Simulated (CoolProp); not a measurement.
Model: reference Helmholtz-energy equation of state, Lemmon 2005, in CoolProp. It is a short technical equation, of lower accuracy than the large ones.

### Question
For 1-butene, give the phase and the Z, cp (kJ/(kg K)), isothermal compressibility (1/MPa), expansivity (1/kK) at 307.6 K and 0.25 MPa; 307.6 K and 1 MPa.

### Answer
- 307.6 K and 0.25 MPa: gas; Z 0.936, cp 1.66, isothermal compressibility 4.29, expansivity 4.08
- 307.6 K and 1 MPa: liquid; Z 0.0380, cp 2.35, isothermal compressibility 0.00363, expansivity 2.26
